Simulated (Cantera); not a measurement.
# Equilibrium for thermal oxidation and active oxidation of silicon: Si + CO₂ + H₂

Feed: 1 mol Si, a varied amount of CO₂, 300 mol H₂, at 1052 °C and 10.0 mbar.

Equilibrium computed with Cantera from the NASA thermochemical tables; the gas is ideal and each condensed phase is pure. Candidate condensed phases: C, C₆H₆, C₇H₈, C₈H₁₈, H₂O, Si, SiC, SiO₂; 123 gas species. Mutual solubility and eutectic melting of coexisting phases are not modelled. The tables hold silica as quartz up to 1696 K and as liquid above; real silica turns to tridymite and cristobalite and melts near 1996 K. Kinetics and transport are ignored.

```
n(CO₂) (mol)  log p H₂  log p SiO  log p CO  log p H  log p H₂O  log p CH₄  log p SiH₂  log p Si  n Si(s)  n SiC(s)  n SiO₂(β-quartz)
------------  --------  ---------  --------  -------  ---------  ---------  ----------  --------  -------  --------  ----------------
0.02             -2.00      -5.88     -7.76    -6.79      -9.43      -8.65       -8.93    -10.03    0.941    0.0194                 0
0.029            -2.00      -5.72     -7.60    -6.79      -9.27      -8.65       -8.93    -10.03    0.915    0.0282                 0
0.041            -2.00      -5.57     -7.45    -6.79      -9.12      -8.65       -8.93    -10.03    0.879    0.0399                 0
0.059            -2.00      -5.41     -7.29    -6.79      -8.96      -8.65       -8.93    -10.03    0.826    0.0574                 0
0.084            -2.00      -5.26     -7.14    -6.79      -8.81      -8.65       -8.93    -10.03    0.752    0.0817                 0
0.12             -2.00      -5.10     -6.98    -6.79      -8.65      -8.65       -8.93    -10.03    0.646     0.117                 0
0.17             -2.00      -4.95     -6.83    -6.79      -8.50      -8.65       -8.93    -10.03    0.499     0.165                 0
0.25             -2.00      -4.86     -6.74    -6.79      -8.41      -8.65       -8.93    -10.03    0.300     0.244            0.0390
0.35             -2.00      -4.86     -6.74    -6.79      -8.41      -8.65       -8.93    -10.03    0.100     0.344             0.139
```
log p: log10 of the partial pressure in bar; n: condensed amount in mol.

From 0.02 mol CO₂ to 0.17 mol CO₂ the condensed part is Si(s) + SiC(s). From 0.25 mol CO₂ to 0.35 mol CO₂ the condensed part is Si(s) + SiC(s) + SiO₂(β-quartz). The main Si-bearing gas is SiO throughout.
